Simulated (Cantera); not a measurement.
A closed system holds: 1 mol Zr, 0.72 mol H₂O, 4.3 mol O₂, held at 23.0 mbar.

These are equilibrium values from Cantera (NASA tables, ideal gas, pure condensed phases), not measurements of a reactor. Candidate condensed phases: H₂O, Zr, ZrO₂; 12 gas species. The numbers say what is thermodynamically allowed, not how fast it happens.

Problem. At 2623 K, list the 4 most abundant gas species with their mole fractions, and the condensed phases.

Solution. O₂ 0.654, O 0.138, H₂O 0.102, OH 0.0718. Condensed: ZrO₂(s).
